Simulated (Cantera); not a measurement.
A perfectly stirred reactor is fed with CH₄ : H₂O : H₂ = 1 : 0.67 : 0.78 (molar parts), at 22000 Pa; it is held at 1425 K, and followed from long to short residence time.

Detailed kinetics in Cantera: GRI-Mech 3.0 (53 species, 325 reactions). GRI-Mech 3.0 stops at C3 and has no aromatics, soot or wall deposition, so with more carbon than oxygen in the feed, carbon stays in small species such as C2H2 where larger ones or solid carbon would form.

Predict: x(CH₄) at τ = 12.0 s; x(H₂O) at τ = 12.0 s; x(H₂) at τ = 12.0 s; x(CH₃) at τ = 12.0 s; x(CH₄) at τ = 0.190 s; x(H₂O) at τ = 0.190 s; x(H₂) at τ = 0.190 s; x(CH₃) at τ = 0.190 s.


```json
{
  "x(CH₄) at τ = 12.0 s": "0.204",
  "x(H₂O) at τ = 12.0 s": "0.225",
  "x(H₂) at τ = 12.0 s": "0.495",
  "x(CH₃) at τ = 12.0 s": "5.61e-5",
  "x(CH₄) at τ = 0.190 s": "0.399",
  "x(H₂O) at τ = 0.190 s": "0.272",
  "x(H₂) at τ = 0.190 s": "0.326",
  "x(CH₃) at τ = 0.190 s": "9.76e-5"
}
```
